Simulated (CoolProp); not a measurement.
Model: reference Helmholtz-energy equation of state, Schroeder 2014, in CoolProp.

**Question.** For ethanol, give the phase and the density (kg/m³), cv (kJ/(kg K)), speed of sound (m/s), Prandtl number at 7.85 °C and 9810 kPa.

**Answer.** 
- 7.85 °C and 9810 kPa: liquid; density 807, cv 1.93, speed of sound 1260, Prandtl number 21.6

Viscosity comes from a separate model (Kiselev 2005). Thermal conductivity comes from a separate model (Assael 2013).
